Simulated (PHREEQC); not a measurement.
Make-up at 25 °C: 180 mmol/kgw NaHCO3, 0.13 mmol/kgw Na2CO3 and 1.5 mmol/kgw NaCl. Closed to the air; pH follows from the charge balance.

The numbers come from PHREEQC with the ion-association model, wateq4f.dat.

| quantity | before | after |
|---|---|---|
| pH | 7.94 | 8.20 |
| ionic strength (mol/kgw) | 0.173 | 0.0182 |
| Na+ (mol/kgw) | 0.171 | 0.0180 |
| HCO3- (mol/kgw) | 0.165 | 0.0174 |
| NaHCO3 (mol/kgw) | 0.00868 | 0.000136 |
| CO2 (mol/kgw) | 0.00309 | 0.000217 |
| SI of Nahcolite (NaHCO3) | -1.25 | -3.07 |
| SI of Natron (Na2CO3:10H2O) | -3.78 | -6.24 |

Question: Which change was made?
A) temperature from 25 to 45 °C
B) 0.0031 mol/kgw Sr(NO3)2 added
C) diluted 10-fold with water
D) NaHCO3 from 0.18 to 0.09 mol/kgw

Answer: C, diluted 10-fold with water

No solid was allowed to form.
